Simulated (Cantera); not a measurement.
What does this Cantera script print?

```python
import numpy as np
import cantera as ct

gas = ct.Solution("gri30.yaml")
gas.TPX = 525, 980000, {'CH4': 1, 'CO': 0.17, 'O2': 1.74, 'N2': 6.53, 'CO2': 0.041}
inlet = ct.Reservoir(gas, clone=True)
gas.equilibrate("HP")  # start burning
reactor = ct.IdealGasConstPressureReactor(gas, energy="on", clone=False)
exhaust = ct.Reservoir(gas, clone=True)
tau = [0.068, 0.034, 0.017, 0.0086, 0.0043, 0.0021, 0.0011, 0.00054, 0.00027, 0.00013, 6.7e-05][0]
for a, b in ((inlet, reactor), (reactor, exhaust)):
    ct.MassFlowController(a, b, mdot=lambda t: reactor.mass / tau)
net = ct.ReactorNet([reactor])
show = ['CH4', 'CO', 'O2', 'N2O', 'OH']

rows = []
print(f"{'tau/s':>10s}{'T/K':>9s}" + "".join(f"{s:>11s}" for s in show))
for tau in [0.068, 0.034, 0.017, 0.0086, 0.0043, 0.0021, 0.0011, 0.00054, 0.00027, 0.00013, 6.7e-05]:
    net.initial_time = 0.0
    net.advance(30 * tau)
    before = gas.X
    net.advance(40 * tau)
    drift = np.max(np.abs(gas.X - before) / (gas.X + 1e-9))
    rows.append([gas.T, *gas[show].X, drift])
    print(f"{tau:10.3e}{gas.T:9.1f}" + "".join(f"{x:11.3e}" for x in gas[show].X))
```

Output:

```
     tau/s      T/K        CH4         CO         O2        N2O         OH
 6.800e-02   2308.5  8.486e-06  4.960e-02  6.842e-05  3.578e-08  7.352e-04
 3.400e-02   2307.4  1.482e-05  4.963e-02  9.650e-05  3.961e-08  7.883e-04
 1.700e-02   2305.6  2.440e-05  4.968e-02  1.454e-04  4.585e-08  8.714e-04
 8.600e-03   2303.0  3.766e-05  4.976e-02  2.258e-04  5.534e-08  9.910e-04
 4.300e-03   2299.1  5.579e-05  4.990e-02  3.593e-04  6.959e-08  1.160e-03
 2.100e-03   2293.2  8.103e-05  5.013e-02  5.833e-04  9.044e-08  1.394e-03
 1.100e-03   2285.8  1.125e-04  5.046e-02  9.018e-04  1.152e-07  1.658e-03
 5.400e-04   2274.3  1.636e-04  5.102e-02  1.452e-03  1.484e-07  2.001e-03
 2.700e-04   2258.5  2.448e-04  5.189e-02  2.311e-03  1.839e-07  2.358e-03
 1.300e-04   2234.7  4.019e-04  5.337e-02  3.812e-03  2.188e-07  2.688e-03
 6.700e-05   2202.1  7.054e-04  5.566e-02  6.249e-03  2.384e-07  2.795e-03
```

Model: GRI-Mech 3.0 (53 species, 325 reactions), integrated in Cantera.
